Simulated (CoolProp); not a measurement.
Vapour-liquid equilibrium of ethylene (1) + propylene (2) at 0.0478 MPa; x and y are mole fractions of (1).

Computed with CoolProp (multi-fluid Helmholtz-energy mixture model, Smukala 2000 and Lemmon 2013; pair parameters Bell 2016).

```
x     bubble temperature (K)  y at the bubble point  dew temperature at overall composition x (K)  liquid density (mol/L)
----  ----------------------  ---------------------  --------------------------------------------  ----------------------
0.05                   199.4                      ?                                         209.4                   15.40
0.2                    181.2                  0.870                                             ?                   16.46
0.35                   172.3                  0.947                                         203.0                   17.30
0.5                    167.1                  0.973                                         198.8                       ?
0.65                   163.4                  0.986                                         193.6                   18.89
0.8                        ?                      ?                                         186.2                       ?
0.95                   158.3                  0.999                                         171.8                   20.53
```

**Question.** Fill in the missing entries.

**Answer.** 
- 0.05, y at the bubble point: 0.481
- 0.2, dew temperature at overall composition x (K): 206.4
- 0.5, liquid density (mol/L): 18.10
- 0.8, bubble temperature (K): 160.7
- 0.8, y at the bubble point: 0.993
- 0.8, liquid density (mol/L): 19.69

No azeotrope shows between x = 0.05 and 0.95.

The pair parameters rest on a limited set of measurements; away from them the model extrapolates.
